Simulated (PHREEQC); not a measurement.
Dissolve 41 mmol/kgw NH4HF2, 0.32 mmol/kgw H2SiF6 and 4.4 mmol/kgw HBF4 at 25 °C. Closed to the air; pH follows from the charge balance.

All values are PHREEQC results (ion-association model, wateq4f.dat), not measurements.

This is a speciation only: nothing precipitates in the calculation.

### Question
What pH, ionic strength does the model give?

### Answer
pH 3.06; ionic strength 0.0423 mol/kgw.

### Question
In which forms is B present?

### Answer
BF4- 99 %, BF3OH- 1.0 % of the B.

wateq4f.dat counts part of the HF as a dimer, H2F2, which phreeqc.dat doesn't know; its constant is uncertain. SiF6-2 is the database's only silicon fluoride. Real BF4- forms and hydrolyses slowly; the run takes it at equilibrium.
